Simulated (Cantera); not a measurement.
Mixture: CH₄ : O₂ : N₂ = 1 : 3.23 : 12.1 (molar parts), equivalence ratio 0.62, at 1.00 bar, adiabatic and at constant volume. Ignition delay is the time to a rise of 400 K.

Cantera simulation using GRI-Mech 3.0 (53 species, 325 reactions); the numbers are that mechanism's predictions, not measurements.

**Question.** What does this change do: pressure from 1.00 bar to 16.0 bar?

**Answer.** 
```csv
quantity,before,after
delay at 1150 K,71.8 ms,4.26 ms
delay at 1250 K,17.0 ms,1.23 ms
delay at 1350 K,4.73 ms,0.412 ms
delay at 1450 K,1.55 ms,0.154 ms
delay at 1550 K,0.604 ms,62.9 µs
apparent activation energy between 1500 and 1600 K,170 kJ/mol,170 kJ/mol
```
The pressure lies above the range GRI-Mech 3.0 was tuned for (to about 10 atm).

**Question.** What does this change do: O2 3.23 to 4.6 parts?

**Answer.** 
| quantity | before | after |
|---|---|---|
| delay at 1150 K | 71.8 ms | 44.4 ms |
| delay at 1250 K | 17.0 ms | 10.6 ms |
| delay at 1350 K | 4.73 ms | 3.06 ms |
| delay at 1450 K | 1.55 ms | 1.06 ms |
| delay at 1550 K | 0.604 ms | 0.444 ms |
| apparent activation energy between 1500 and 1600 K | 170 kJ/mol | 160 kJ/mol |

**Question.** What does this change do: N2 12.1 to 15 parts?

**Answer.** 
```
quantity                                                before       after
--------------------------------------------------  ----------  ----------
delay at 1150 K                                        71.8 ms     87.7 ms
delay at 1250 K                                        17.0 ms     20.8 ms
delay at 1350 K                                        4.73 ms     5.74 ms
delay at 1450 K                                        1.55 ms     1.86 ms
delay at 1550 K                                       0.604 ms    0.711 ms
apparent activation energy between 1500 and 1600 K  170 kJ/mol  180 kJ/mol
```
